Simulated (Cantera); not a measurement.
Adiabatic ignition

An adiabatic, constant-pressure homogeneous reactor starts with CH4 : C2H6 : O2 : N2 = 1 : 0.12 : 0.968 : 3.64 (molar parts), equivalence ratio 2.5, at 1773 K and 18.8 atm.

Model: GRI-Mech 3.0 (53 species, 325 reactions), integrated in Cantera. The pressure lies above the range GRI-Mech 3.0 was tuned for (to about 10 atm).

```
t (s)     T (K)    x CH4    x C2H6     x O2    x C2H4     x CH3
--------  -----  -------  --------  -------  --------  --------
3.00e-6    1814    0.157    0.0128    0.154   0.00842   0.00280
8.02e-6    2600  0.00824   1.27e-5  0.00145  0.000298   0.00331
2.14e-5    2582  0.00271   9.91e-7  9.59e-7   4.25e-5  0.000858
5.73e-5    2564  0.00111   1.45e-7  5.27e-7   8.65e-6  0.000309
0.000153   2556  6.23e-5  4.48e-10  4.21e-7   1.58e-7   1.65e-5
0.000410   2556  3.03e-8    <1e-12  4.23e-7  3.33e-12   8.11e-9
0.00110    2556  2.38e-8    <1e-12  4.26e-7    <1e-12   6.38e-9
0.00293    2556  2.31e-8    <1e-12  4.26e-7    <1e-12   6.19e-9
0.00783    2556  2.30e-8    <1e-12  4.26e-7    <1e-12   6.17e-9
0.0209     2556  2.30e-8    <1e-12  4.26e-7    <1e-12   6.17e-9
0.0560     2556  2.30e-8    <1e-12  4.26e-7    <1e-12   6.17e-9
0.150      2556  2.30e-8    <1e-12  4.26e-7    <1e-12   6.17e-9
0.400      2556  2.30e-8    <1e-12  4.26e-7    <1e-12   6.17e-9
```
x: mole fraction; the columns are a selection and need not sum to one.

| Item | Result |
|---|---|
| time of steepest temperature rise | 6.38 µs |
| temperature at 0.400 s | 2556 K |
| equilibrium temperature | 2556 K |
| x(CH4) at 0.400 s | 2.30e-8 (gas-phase equilibrium 2.58e-8) |
| x(C2H6) at 0.400 s | <1e-12 (gas-phase equilibrium <1e-12) |
| x(O2) at 0.400 s | 4.26e-7 (gas-phase equilibrium 4.26e-7) |
